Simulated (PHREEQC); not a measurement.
A solution holds 0.0047 mol KOH, 0.0051 mol Na2SiO3 and 0.22 mol (CH3)4NCl per kg of water, at 20 °C. Closed to the air; pH follows from the charge balance.

Model: ion-association model, wateq4f.dat, run in PHREEQC.

```
Item                      Result
-----------------  -------------
pH                         11.98
ionic strength     0.235 mol/kgw
activity of water          0.992
total alkalinity     14.9 meq/kg
```

| species | molality | activity | log γ |
|---|---|---|---|
| Cl- | 0.220 | 0.154 | -0.154 |
| (CH3)4N+ | 0.220 | 0.156 | -0.150 |
| Na+ | 0.0102 | 0.00752 | -0.132 |
| OH- | 0.00932 | 0.00648 | -0.158 |
| K+ | 0.00470 | 0.00330 | -0.154 |
| H3SiO4- | 0.00456 | 0.00323 | -0.150 |
| H2SiO4-2 | 0.000510 | 0.000151 | -0.528 |
| H4SiO4 | 2.58e-5 | 2.73e-5 | 0.024 |

This is a speciation only: nothing precipitates in the calculation. (CH3)4N+ isn't in the database: it is added as a free cation with an ion size of 4 Å.
